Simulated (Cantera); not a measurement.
Input: 1 mol SiCl4, 1.1 mol O2, 63 mol N2, held at 5.20 Pa.

Equilibrium computed with Cantera from the NASA thermochemical tables; the gas is ideal and each condensed phase is pure. Candidate condensed phases: Si, SiO2, Si2N2O, Si3N4; 23 gas species. The tables hold silica as quartz up to 1696 K and as liquid above; real silica turns to tridymite and cristobalite and melts near 1996 K. Rates play no part. All values below are at 1075 °C.

Base state: N2 0.939, Cl 0.0586, O2 0.00147, Cl2 0.000508, NO 4.88e-5 (mole fractions); condensed: SiO2(β-quartz).

Q: What changes in the equilibrium state with this change: SiCl4 replaced by SiH4?

A: 
```
species                before    after
-------------------  --------  -------
N2                      0.939    0.969
H2                          0   0.0277
H2O                         0  0.00308
Cl                     0.0586        0
O2                    0.00147    <1e-9
Cl2                  0.000508        0
SiO2(β-quartz), mol      1.00    1.000
```
Further candidate phases: H2O.

Q: What changes in the equilibrium state with this change: N2 from 63 to 3.6 mol?

A: 
```csv
species,before,after
N2,0.939,0.483
Cl,0.0586,0.471
Cl2,0.000508,0.0328
O2,0.00147,0.0134
ClO,4.93e-7,1.19e-5
NO,4.88e-5,0.000106
"SiO2(β-quartz), mol",1.00,1.00
```
